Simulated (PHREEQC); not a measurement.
Make-up at 25 °C: 0.027 mol H2SO4, 0.0083 mol CuSO4 and 0.00028 mol MnSO4 per kg of water. Closed to the air; pH follows from the charge balance.

Equilibrium calculation in PHREEQC: ion-association model, wateq4f.dat.

```json
{
  "pH": "1.54",
  "ionic_strength": "0.0645 mol/kgw",
  "total_alkalinity": "-54.0 meq/kg"
}
```

| species | molality | activity | log γ |
|---|---|---|---|
| H+ | 0.0344 | 0.0290 | -0.074 |
| HSO4- | 0.0196 | 0.0158 | -0.094 |
| SO4-2 | 0.0131 | 0.00560 | -0.368 |
| Cu+2 | 0.00550 | 0.00248 | -0.345 |
| CuSO4 | 0.00280 | 0.00284 | 0.006 |
| Mn+2 | 0.000194 | 8.76e-5 | -0.345 |
| MnSO4 | 8.60e-5 | 8.73e-5 | 0.006 |
| CuOH+ | 1.07e-9 | 8.55e-10 | -0.097 |

No solid was allowed to form. Complexes and solids missing from the database can't appear.
